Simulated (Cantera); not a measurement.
What does this Cantera script print?

```python
import numpy as np
import cantera as ct

gas = ct.Solution("gri30.yaml", transport_model="mixture-averaged")
show = ['CH3', 'H2O', 'O']

rows = []
print(f"{'T/K':>7s}{'rho':>11s}{'cp':>10s}{'mu':>11s}{'lambda':>11s}{'Pr':>7s}" + "".join(f"{'D_' + s:>11s}" for s in show))
for T in [400, 600, 800, 1000, 1200, 1400]:
    gas.TPX = T, 2100, {'O2': 0.64, 'N2O': 0.37, 'CO2': 0.56}
    Pr = gas.cp_mass * gas.viscosity / gas.thermal_conductivity
    D = [gas.mix_diff_coeffs_mole[gas.species_index(s)] for s in show]
    rows.append([gas.density, gas.cp_mass, gas.viscosity, gas.thermal_conductivity, Pr, *D])
    print(f"{T:7g}{gas.density:11.4e}{gas.cp_mass:10.1f}{gas.viscosity:11.4e}"
          f"{gas.thermal_conductivity:11.4e}{Pr:7.3f}" + "".join(f"{d:11.4e}" for d in D))
print("SI units: kg/m3, J/kg/K, Pa s, W/m/K, m2/s")
```

Result:

```
    T/K        rho        cp         mu     lambda     Pr      D_CH3      D_H2O        D_O
    400 2.4698e-02     947.7 2.1618e-05 2.8550e-02  0.718 1.5616e-03 1.5696e-03 2.2445e-03
    600 1.6465e-02    1058.3 2.9842e-05 4.3735e-02  0.722 3.2006e-03 3.4194e-03 4.5262e-03
    800 1.2349e-02    1136.8 3.6882e-05 5.7767e-02  0.726 5.2555e-03 5.8180e-03 7.3744e-03
   1000 9.8790e-03    1191.6 4.3160e-05 7.0660e-02  0.728 7.6800e-03 8.6908e-03 1.0730e-02
   1200 8.2325e-03    1228.3 4.8904e-05 8.2609e-02  0.727 1.0443e-02 1.1988e-02 1.4554e-02
   1400 7.0565e-03    1257.2 5.4249e-05 9.3800e-02  0.727 1.3523e-02 1.5676e-02 1.8815e-02
SI units: kg/m3, J/kg/K, Pa s, W/m/K, m2/s
```

Model: GRI-Mech 3.0 (53 species, 325 reactions), integrated in Cantera. The composition is frozen, though it would react at the higher temperatures.
